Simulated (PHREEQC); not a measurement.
Make-up at 60 °C: 0.051 mol Na2SO4, 3.1e-05 mol Na2B4O7 and 0.025 mol MgCl2 per kg of water. Closed to the air; pH follows from the charge balance.

Model: ion-association model, phreeqc.dat, run in PHREEQC.

This is a speciation only: nothing precipitates in the calculation.

Problem. Order these Mg species by the share of Mg that they hold, largest first: MgSO4, MgOH+, Mg+2.

Solution. MgSO4 (61 %), Mg+2 (39 %), MgOH+ (0.12 %)

The pH is 8.05 and the ionic strength 0.156 mol/kgw. Away from 25 °C the constants follow the database's enthalpies or fits; those with neither stay at their 25 °C values.
